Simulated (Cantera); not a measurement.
**Equilibrium for hydrogen reduction and annealing atmospheres: TiO₂ + H₂ + H₂O**

Charge: 1 mol TiO₂, 24 mol H₂, 0.085 mol H₂O, at 1873.15 K and 0.000520 bar.

Equilibrium computed with Cantera from the NASA thermochemical tables; the gas is ideal and each condensed phase is pure. Candidate condensed phases: H₂O, Ti, TiO, TiO₂, Ti₂O₃, Ti₃O₅, Ti₄O₇; 12 gas species. Rates play no part.

```yaml
x(H₂): 0.955
x(H): 0.0277
x(H₂O): 0.0171
x(OH): 3.85e-5
x(TiO₂): 1.84e-5
x(TiO): 8.95e-6
n(Ti₃O₅(s)): 0.333 mol
gas_amount: 24.42 mol
log10 activity of Ti₄O₇(s) (absent): -0.18
log10 activity of Ti₂O₃(s) (absent): -0.31
log10 activity of Ti(β) (absent): -5.77
```
